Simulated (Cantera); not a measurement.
Charge: 1 mol Fe(CO)₅, a varied amount of N₂, at 1575 K and 55.0 mbar.

These are equilibrium values from Cantera (NASA tables, ideal gas, pure condensed phases), not measurements of a reactor. Candidate condensed phases: C, Fe, Fe(CO)₅, FeO, Fe₂O₃, Fe₃O₄; 27 gas species. Kinetics and transport are ignored.

x: gas mole fraction; n: condensed amount in mol.

```tsv
n(N₂) (mol)	x CO	x N₂	x CO₂	x Fe	x C₂N₂	x CN	n Fe(γ)
0.11	0.978	0.0215	1.86e-5	1.24e-5	2.46e-10	3.02e-10	1.000
0.22	0.958	0.0421	1.79e-5	1.24e-5	4.82e-10	4.22e-10	1.000
0.42	0.922	0.0775	1.66e-5	1.24e-5	8.86e-10	5.73e-10	1.000
0.8	0.862	0.138	1.45e-5	1.24e-5	1.58e-9	7.64e-10	1.000
1.5	(withheld)	(withheld)	(withheld)	1.24e-5	(withheld)	(withheld)	1.000
2.9	0.633	0.367	7.79e-6	1.24e-5	4.20e-9	1.25e-9	1.000
5.6	0.472	0.528	4.33e-6	1.24e-5	6.04e-9	1.50e-9	1.000
11	(withheld)	(withheld)	(withheld)	1.24e-5	(withheld)	(withheld)	1.000
21	0.192	0.808	7.20e-7	1.24e-5	9.23e-9	1.85e-9	1.000
39	0.114	0.886	2.51e-7	1.24e-5	1.01e-8	1.94e-9	0.999
```

Q: Fill in the missing entries.

A: 
- 11, x CO: 0.312
- 11, x N₂: 0.687
- 11, x CO₂: 1.90e-6
- 11, x C₂N₂: 7.86e-9
- 11, x CN: 1.71e-9
- 1.5, x CO: 0.769
- 1.5, x N₂: 0.231
- 1.5, x CO₂: 1.15e-5
- 1.5, x C₂N₂: 2.64e-9
- 1.5, x CN: 9.88e-10
